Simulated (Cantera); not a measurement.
Feed: 1 mol Pb, 6.2 mol CO, 8.3 mol N₂, held at 1002 °C and 13.0 Pa.

Method: chemical equilibrium by Gibbs-energy minimisation in Cantera with the NASA 1993 tables (ideal gas, pure condensed phases). Candidate condensed phases: C, Pb, PbO, PbO₂, Pb₃O₄; 27 gas species. Equilibrium is a limit: real reactors are often held back by kinetics, nucleation or transport.

**Question.** What is the equilibrium state?

**Answer.** x(N₂): 0.535
x(CO): 0.400
x(Pb): 0.0645
gas amount: 15.50 mol
log10 activity of Pb(l) (absent): -2.35
